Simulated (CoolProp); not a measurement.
Properties of nitrous oxide along the isobar 80 bar (Tc = 309.5 K, pc = 72.45 bar, ω = 0.161).

Model: reference Helmholtz-energy equation of state, Lemmon 2006, in CoolProp. It is a short technical equation, of lower accuracy than the large ones.

| T (K) | phase | cp (kJ/(kg K)) | cv (kJ/(kg K)) | expansivity (1/kK) |
|---|---|---|---|---|
| 253.4 | liquid | 1.876 | 0.9106 | 3.720 |
| 272 | liquid | 2.035 | 0.9078 | 4.810 |
| 290.5 | liquid | 2.396 | 0.9130 | 7.334 |
| 309.1 | liquid | 4.917 | 0.9670 | 26.90 |
| 327.7 | supercritical | 2.758 | 0.9269 | 18.66 |
| 346.2 | supercritical | 1.757 | 0.8591 | 9.533 |
| 364.8 | supercritical | 1.473 | 0.8385 | 6.767 |
| 383.4 | supercritical | 1.344 | 0.8334 | 5.378 |
| 402 | supercritical | 1.272 | 0.8351 | 4.524 |
| 420.5 | supercritical | 1.230 | 0.8403 | 3.941 |
| 439.1 | supercritical | 1.203 | 0.8475 | 3.510 |
| 457.7 | supercritical | 1.186 | 0.8558 | 3.178 |
